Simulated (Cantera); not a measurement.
Charge: 1 mol Si, 3.5 mol HCl, 8.4 mol H2, equilibrated at 128 Torr.

Equilibrium computed with Cantera from the NASA thermochemical tables; the gas is ideal and each condensed phase is pure. Candidate condensed phases: Si; 19 gas species. The tables' values for SiCl3 are old estimates; treat these amounts as uncertain. Rates play no part.

x: gas mole fraction; n: condensed amount in mol.

```tsv
T (°C)	x H2	x HCl	x SiCl4	x SiCl2	x SiHCl3	x SiCl3	n Si(s)
600	0.910	0.00457	0.0591	2.91e-5	0.0252	0.000171	…
650	0.908	0.00773	0.0586	9.46e-5	0.0245	0.000371	…
700	0.904	0.0123	0.0575	0.000270	0.0237	0.000736	…
750	0.900	0.0187	0.0558	0.000690	0.0227	0.00135	…
800	0.893	0.0271	0.0532	0.00159	0.0215	0.00230	…
850	0.885	0.0375	0.0495	0.00336	0.0200	0.00366	…
900	0.874	0.0500	0.0445	0.00651	0.0181	0.00542	0.157
950	0.862	0.0641	0.0381	0.0116	0.0158	0.00744	0.169
1000	0.848	0.0788	0.0307	0.0189	0.0132	0.00941	0.172
1050	0.834	0.0930	0.0227	0.0283	0.0103	0.0109	0.164
```

Q: Some entries are withheld; supply them.

A: 
- 600, n Si(s): 0.0624
- 650, n Si(s): 0.0718
- 700, n Si(s): 0.0845
- 750, n Si(s): 0.101
- 800, n Si(s): 0.119
- 850, n Si(s): 0.139
